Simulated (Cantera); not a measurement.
**Pyrogenic steam for wet oxidation**

An isothermal, constant-pressure homogeneous reactor starts with 7.14 % H2, 17.9 % O2, 75.0 % N2, equivalence ratio 0.20, at 825 K and 13300 Pa.

Cantera simulation using GRI-Mech 3.0 (53 species, 325 reactions); the numbers are that mechanism's predictions, not measurements. Radical loss at walls, strong at low pressure, is not modelled. Below about 950 K walls govern HO2 and H2O2 in real vessels. The temperature is held fixed by assumption; the heat of reaction is taken as removed at once.

```json
[
 {"t (s)": "0.000800", "x H2": "0.0714", "x O2": "0.179", "x H2O": "5.80e-12", "x NO2": "<1e-12", "x HO2": "7.61e-12", "x NO": "<1e-12"},
 {"t (s)": "0.00213", "x H2": "0.0714", "x O2": "0.179", "x H2O": "8.55e-11", "x NO2": "<1e-12", "x HO2": "7.12e-11", "x NO": "<1e-12"},
 {"t (s)": "0.00566", "x H2": "0.0714", "x O2": "0.179", "x H2O": "8.24e-9", "x NO2": "<1e-12", "x HO2": "6.02e-9", "x NO": "<1e-12"},
 {"t (s)": "0.0150", "x H2": "0.0644", "x O2": "0.176", "x H2O": "0.00669", "x NO2": "<1e-12", "x HO2": "2.50e-5", "x NO": "6.95e-10"},
 {"t (s)": "0.0400", "x H2": "0.0147", "x O2": "0.154", "x H2O": "0.0588", "x NO2": "7.34e-10", "x HO2": "2.53e-5", "x NO": "1.11e-8"},
 {"t (s)": "0.106", "x H2": "0.0135", "x O2": "0.154", "x H2O": "0.0600", "x NO2": "9.35e-9", "x HO2": "1.14e-5", "x NO": "2.49e-9"},
 {"t (s)": "0.283", "x H2": "0.0135", "x O2": "0.154", "x H2O": "0.0601", "x NO2": "1.01e-8", "x HO2": "7.30e-6", "x NO": "1.73e-9"},
 {"t (s)": "0.752", "x H2": "0.0133", "x O2": "0.154", "x H2O": "0.0602", "x NO2": "9.85e-9", "x HO2": "8.36e-6", "x NO": "1.99e-9"},
 {"t (s)": "2.00", "x H2": "0.0127", "x O2": "0.153", "x H2O": "0.0608", "x NO2": "9.60e-9", "x HO2": "9.63e-6", "x NO": "2.25e-9"},
 {"t (s)": "5.32", "x H2": "0.0108", "x O2": "0.153", "x H2O": "0.0627", "x NO2": "9.69e-9", "x HO2": "9.87e-6", "x NO": "2.17e-9"},
 {"t (s)": "14.1", "x H2": "0.00685", "x O2": "0.151", "x H2O": "0.0668", "x NO2": "1.01e-8", "x HO2": "8.20e-6", "x NO": "1.75e-9"},
 {"t (s)": "37.6", "x H2": "0.00227", "x O2": "0.149", "x H2O": "0.0716", "x NO2": "1.08e-8", "x HO2": "4.75e-6", "x NO": "1.10e-9"},
 {"t (s)": "100", "x H2": "0.000234", "x O2": "0.148", "x H2O": "0.0738", "x NO2": "1.14e-8", "x HO2": "1.19e-6", "x NO": "5.13e-10"}
]
```
x: mole fraction; the columns are a selection and need not sum to one.

Equilibrium at this temperature and pressure: H2 <1e-12, O2 0.148, H2O 0.0741, NO2 1.84e-7, HO2 1.25e-11, NO 2.55e-6 (gas phase only).
